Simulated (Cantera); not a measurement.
A closed system holds: 1 mol BF₃, 4.6 mol H₂, 0.37 mol N₂, 2.5 mol H₂O, held at 2273 K and 0.398 Torr.

Cantera equilibrium calculation (NASA polynomials, part measured and part estimated; ideal gas, pure solids and liquids). The numbers say what is thermodynamically allowed, not how fast it happens.

| species | before | after |
|---|---|---|
| H₂ | 0.332 | 0.471 |
| HF | 0.209 | 0.232 |
| H₂O | 0.106 | 0.135 |
| H | 0.210 | 0.0182 |
| OH | 0.0104 | 0.000812 |
| HBO₂ | 0.0153 | 0.0204 |
| BOF | 0.0703 | 0.0817 |
| N₂ | 0.0343 | 0.0387 |
| O₂ | 0.000604 | 2.59e-6 |
| BF₃ | 2.46e-7 | 5.22e-5 |
| O | 0.00452 | 2.16e-5 |
| BF₂ | 2.19e-6 | 3.62e-5 |
| F | 0.000144 | 9.79e-6 |
| NO | 0.000166 | 1.15e-5 |
Gas species are given as mole fractions.

Name the change that produced these shifts.
A. pressure from 0.398 Torr to 75.0 Torr
B. temperature from 2273 K to 1423 K
C. H₂O from 2.5 to 0.57 mol
D. H₂O from 2.5 to 3.1 mol

A, pressure from 0.398 Torr to 75.0 Torr. The tables' values for BF₂ are old estimates; treat these amounts as uncertain
